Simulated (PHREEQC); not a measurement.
Make-up at 25 °C: 0.0054 mol Cu(NO3)2 and 0.16 mol HCl per kg of water. Closed to the air; pH follows from the charge balance.

Equilibrium calculation in PHREEQC: ion-association model, phreeqc.dat.

Precipitation was switched off in this run.

**Question.** Order these Cu species by the share of Cu that they hold, largest first: CuCl+, CuCl2, Cu+2.

**Answer.** Cu+2 (87 %), CuCl+ (13 %), CuCl2 (0.55 %)

The pH is 0.89 and the ionic strength 0.175 mol/kgw. Complexes and solids missing from the database can't appear.
